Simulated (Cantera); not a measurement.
Thermodynamics of nitride etching, feed AlN + Cl2 + O2

Charge: 1 mol AlN, 24 mol Cl2, a varied amount of O2, equilibrated at 1050 K and 0.110 bar.

Cantera equilibrium calculation (NASA polynomials, part measured and part estimated; ideal gas, pure solids and liquids). Candidate condensed phases: Al, AlCl3, AlN, Al2O3; 24 gas species. Equilibrium is a limit: real reactors are often held back by kinetics, nucleation or transport.

```csv
n(O2) (mol),log p Cl2,log p AlCl3,log p O2,log p N2,log p Cl,n Al2O3(s)
0.12,-0.98,-2.42,-8.15,-2.64,-3.59,0.0800
0.14,-0.98,-2.43,-8.13,-2.64,-3.59,0.0933
0.18,-0.98,-2.46,-8.09,-2.64,-3.59,0.120
0.21,-0.98,-2.48,-8.06,-2.64,-3.59,0.140
0.26,-0.98,-2.53,-8.00,-2.64,-3.59,0.173
0.32,-0.98,-2.58,-7.92,-2.64,-3.59,0.213
0.39,-0.98,-2.66,-7.81,-2.65,-3.59,0.260
0.47,-0.98,-2.77,-7.66,-2.65,-3.59,0.313
0.57,-0.97,-2.97,-7.40,-2.65,-3.59,0.380
0.7,-0.97,-3.52,-6.65,-2.65,-3.59,0.467
0.85,-0.97,-6.00,-3.35,-2.65,-3.59,0.500
1,-0.97,-6.30,-2.95,-2.65,-3.59,0.500
1.3,-0.98,-6.56,-2.62,-2.66,-3.59,0.500
```
log p: log10 of the partial pressure in bar; n: condensed amount in mol.

From 0.12 mol O2 to 1.3 mol O2 the condensed part is Al2O3(s). The main Al-bearing gas is AlCl3 throughout.
